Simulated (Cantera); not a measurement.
## Low-pressure radical oxidation in H2/O2

A perfectly stirred reactor is fed with H2 : O2 : N2 = 0.063 : 1 : 0.081 (molar parts), equivalence ratio 0.032, at 0.0360 bar; it is held at 1225 K, and followed from long to short residence time.

Model: GRI-Mech 3.0 (53 species, 325 reactions), integrated in Cantera. Radical loss at walls, strong at low pressure, is not modelled. The temperature is held fixed by assumption; the heat of reaction is taken as removed at once.

```tsv
τ (s)	x H2	x O2	x O	x H2O	x H2O2
1.7	7.35e-5	0.870	0.000674	0.0562	1.02e-7
0.83	0.000114	0.869	0.00108	0.0561	1.25e-7
0.41	0.000174	0.868	0.00170	0.0559	1.50e-7
0.20	0.000266	0.867	0.00269	0.0556	1.77e-7
0.10	0.000399	0.866	0.00412	0.0551	2.05e-7
0.050	0.000596	0.864	0.00620	0.0545	2.32e-7
0.025	0.000889	0.860	0.00908	0.0535	2.60e-7
0.012	0.00136	0.856	0.0130	0.0520	2.89e-7
0.0060	0.00204	0.851	0.0171	0.0501	3.20e-7
0.0030	0.00310	0.847	0.0208	0.0475	3.59e-7
0.0015	0.00485	0.844	0.0230	0.0443	4.13e-7
```
x: mole fraction; the columns are a selection and need not sum to one.
